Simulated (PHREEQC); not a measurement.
1 kg of water holding 0.32 mol KCl meets 20 L of dry gas (CO2 1 by moles) at fixed total pressure, at 40 °C; fugacities by Peng-Robinson. The gases take part in no redox reaction, some water evaporates into the gas, and hydrates or a liquid gas phase aren't modelled. Precipitation was switched off in this run.

Base run: PHREEQC, Pitzer model, pitzer.dat. Each further column changes one thing. The table gives dissolved CO2 (all carbonate carbon) (mol/kgw).

```json
[
 {"P (atm)": "2", "base": "0.0442", "database phreeqc.dat": "0.0423"},
 {"P (atm)": "5", "base": "0.111", "database phreeqc.dat": "0.106"},
 {"P (atm)": "10", "base": "0.218", "database phreeqc.dat": "0.209"},
 {"P (atm)": "20", "base": "0.416", "database phreeqc.dat": "0.398"},
 {"P (atm)": "30", "base": "0.592", "database phreeqc.dat": "0.565"},
 {"P (atm)": "40", "base": "0.746", "database phreeqc.dat": "0.712"},
 {"P (atm)": "75", "base": "1.12", "database phreeqc.dat": "1.06"},
 {"P (atm)": "100", "base": "1.21", "database phreeqc.dat": "1.15"},
 {"P (atm)": "150", "base": "1.29", "database phreeqc.dat": "1.22"},
 {"P (atm)": "200", "base": "1.34", "database phreeqc.dat": "1.27"},
 {"P (atm)": "300", "base": "1.43", "database phreeqc.dat": "1.35"},
 {"P (atm)": "400", "base": "1.50", "database phreeqc.dat": "1.41"}
]
```

At this temperature some constants are extrapolated from 25 °C, and those without enthalpy data are left unchanged. pitzer.dat has no redox and few complexes: it carries them in its interaction parameters.
